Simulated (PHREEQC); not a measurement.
HCl is added in steps, without added water, to 1 kg of water holding 2.7 mmol/kgw K2CO3 and 0.13 mmol/kgw H3BO3, at 25 °C. CO2 is held at log p = -3.4 (atm). Only these solids could form: Kalicinite, Sylvite, Boric_acid,s, KB5O8:4H2O, K2B4O7:4H2O.

Base run: PHREEQC, Pitzer model, pitzer.dat. Each further column changes one thing. The table gives pH.

```csv
HCl added (mol),base,K2CO3 from 0.0027 to 0.00135 mol/kgw,H3BO3 replaced by Na2B4O7 at the same molality,diluted 100-fold with water,no solid may form
0,8.87,8.59,8.88,6.94,8.87
0.003,8.53,3.55,8.57,2.56,8.53
0.006,3.26,2.52,3.50,2.26,3.26
0.009,2.48,2.24,2.52,2.09,2.48
0.012,2.23,2.08,2.24,1.97,2.23
0.015,2.07,1.96,2.08,1.87,2.07
0.018,1.95,1.87,1.96,1.80,1.95
```

 Solids allowed in the column 'H3BO3 replaced by Na2B4O7 at the same molality': Halite, Kalicinite, Nahcolite, Natron, Sylvite, Trona, Borax, Boric_acid,s, KB5O8:4H2O, K2B4O7:4H2O, NaBO2:4H2O, NaB5O8:5H2O, Teepleite.
